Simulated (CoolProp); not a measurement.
Saturation properties of ammonia (Tc = 405.6 K, pc = 11.36 MPa, ω = 0.256).

Values from CoolProp's reference Helmholtz-energy equation of state, Gao 2020.

```csv
T (K),p (MPa),vapour density (kg/m³),liquid viscosity (µPa s)
214.7,0.02416,0.2331,(withheld)
221.3,0.03650,0.3428,338
227.9,0.05367,0.4914,303
234.5,0.07697,0.6883,275
241.1,0.1079,0.9441,250
247.7,0.1483,1.271,229
254.3,0.1999,(withheld),(withheld)
260.9,0.2650,2.192,195
267.5,0.3458,2.816,181
274.1,0.4447,3.574,168
280.7,0.5645,4.485,157
287.3,0.7079,(withheld),147
293.8,(withheld),6.834,138
300.4,(withheld),8.343,129
307,1.306,10.11,121
```

Task: Fill in the missing entries.

Result: 
- 214.7, liquid viscosity (µPa s): 380
- 254.3, vapour density (kg/m³): 1.682
- 254.3, liquid viscosity (µPa s): 211
- 287.3, vapour density (kg/m³): 5.570
- 293.8, p (MPa): 0.8750
- 300.4, p (MPa): 1.074

It boils at 239.8 K under 1 atm.

Viscosity comes from a separate model (Fenghour 1995).
